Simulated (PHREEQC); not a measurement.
Solution (20 °C): 2.2 mmol/kgw MnSO4, 9.3 mmol/kgw ZnCl2, 140 mmol/kgw HCl and 0.26 mmol/kgw NaCl. Closed to the air; pH follows from the charge balance.

Equilibrium calculation in PHREEQC: ion-association model, wateq4f.dat.

* **pH**: 0.95
* **ionic strength**: 0.170 mol/kgw
* **total alkalinity**: -140 meq/kg

| species | molality | activity | log γ |
|---|---|---|---|
| Cl- | 0.157 | 0.114 | -0.139 |
| H+ | 0.138 | 0.111 | -0.094 |
| Zn+2 | 0.00818 | 0.00283 | -0.461 |
| Mn+2 | 0.00179 | 0.000619 | -0.461 |
| HSO4- | 0.00169 | 0.00126 | -0.130 |
| ZnCl+ | 0.000949 | 0.000695 | -0.135 |

Precipitation was switched off in this run.
